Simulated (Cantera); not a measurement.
Cantera with NASA thermochemical tables; ideal gases at 1 bar, condensed phases pure. Values are per mole of reaction as written; species without (g) are pure solids or liquids, kept so even where they would boil at 1 bar.

2 H2O(g) + 2 Fe(OH)2 ⇌ 2 Fe(OH)3 + H2(g), with ΔH° = -33.5 kJ and ΔS° = -213.6 J/K at 300 K.

Task: How far is the shortcut ΔG° ≈ ΔH°(300 K) − T·ΔS°(300 K) from the full temperature-dependent value at 523, 623, 723, 823, 923, 1023, 1123, 1223, 1323, 1423 K?

Result: 
```json
[
 {"T (K)": "523", "shortcut (kJ)": "78.2", "full (kJ)": "79.2", "difference (kJ)": "-1.0", "difference in log10 K": "0.10"},
 {"T (K)": "623", "shortcut (kJ)": "99.6", "full (kJ)": "101.0", "difference (kJ)": "-1.4", "difference in log10 K": "0.12"},
 {"T (K)": "723", "shortcut (kJ)": "120.9", "full (kJ)": "122.5", "difference (kJ)": "-1.6", "difference in log10 K": "0.11"},
 {"T (K)": "823", "shortcut (kJ)": "142.3", "full (kJ)": "143.7", "difference (kJ)": "-1.5", "difference in log10 K": "0.09"},
 {"T (K)": "923", "shortcut (kJ)": "163.7", "full (kJ)": "164.7", "difference (kJ)": "-1.0", "difference in log10 K": "0.06"},
 {"T (K)": "1023", "shortcut (kJ)": "185.0", "full (kJ)": "185.3", "difference (kJ)": "-0.3", "difference in log10 K": "0.02"},
 {"T (K)": "1123", "shortcut (kJ)": "206.4", "full (kJ)": "205.7", "difference (kJ)": "0.7", "difference in log10 K": "-0.03"},
 {"T (K)": "1223", "shortcut (kJ)": "227.8", "full (kJ)": "225.7", "difference (kJ)": "2.1", "difference in log10 K": "-0.09"},
 {"T (K)": "1323", "shortcut (kJ)": "249.1", "full (kJ)": "245.4", "difference (kJ)": "3.7", "difference in log10 K": "-0.15"},
 {"T (K)": "1423", "shortcut (kJ)": "270.5", "full (kJ)": "264.9", "difference (kJ)": "5.6", "difference in log10 K": "-0.21"}
]
```
The shortcut ignores the heat-capacity change of the reaction.
